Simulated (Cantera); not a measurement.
Feed: 1 mol SiCl4, 0.52 mol Cl2, 0.28 mol H2, 2.7 mol HCl, held at 1223 K and 17300 Torr.

Equilibrium computed with Cantera from the NASA thermochemical tables; the gas is ideal and each condensed phase is pure. Candidate condensed phases: Si; 19 gas species. Rates play no part.

What is the equilibrium state?

x(HCl): 0.724
x(SiCl4): 0.222
x(Cl2): 0.0532
x(Cl): 0.000288
gas amount: 4.501 mol
log10 activity of Si(s) (absent): -20.92
